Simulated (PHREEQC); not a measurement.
A column of 0.2 m (40 cells, dispersivity 0.007 m, 60 s a shift, diffusion coefficient 3e-10 m²/s) holds 0.54 eq of the database's cation exchanger X per kg of pore water, first in equilibrium with 0.0043 mol ZnCl2 and 1e-05 mol HCl per kg of water. It is flushed with 0.047 mol MgSO4, 0.086 mol KCl, 0.013 mol CdCl2 and 1e-05 mol HCl per kg of water, at 25 °C. Values are for the last cell. CO2 from the air is kept out. Precipitation was switched off in this run.

All values are PHREEQC results (ion-association model, phreeqc.dat), not measurements.

```tsv
pore volumes	K in solution (mol/kgw)	Mg in solution (mol/kgw)	S in solution (mol/kgw)	Cd in solution (mol/kgw)	Zn in solution (mol/kgw)	KX on the exchanger (mol/kgw)	CdX2 on the exchanger (mol/kgw)
0	0	0	0	0	0.00430	0	0
1.012	2.51e-11	1.75e-7	0.0268	2.12e-5	0.0606	1.25e-10	3.49e-5
1.762	1.33e-5	0.00226	0.0465	[?]	0.0936	5.36e-5	0.00507
2.763	[?]	0.0198	0.0470	0.0117	0.0706	0.00723	0.0109
3.513	0.00888	0.0348	0.0470	0.0130	0.0508	0.0388	0.0127
4.513	0.0299	0.0474	0.0470	0.0135	0.0271	0.132	0.0134
5.263	0.0498	0.0507	0.0470	0.0135	0.0139	0.218	0.0129
6.263	[?]	0.0501	0.0470	0.0133	0.00426	[?]	0.0118
7.013	0.0792	0.0487	0.0470	0.0131	0.00149	0.330	0.0112
8.012	0.0840	0.0476	0.0470	0.0131	0.000332	0.346	0.0108
```

**Question.** Fill in the missing entries.

**Answer.** 
- 1.762, Cd in solution (mol/kgw): 0.00610
- 2.763, K in solution (mol/kgw): 0.00171
- 6.263, K in solution (mol/kgw): 0.0707
- 6.263, KX on the exchanger (mol/kgw): 0.300

Species that the database lacks are ignored.
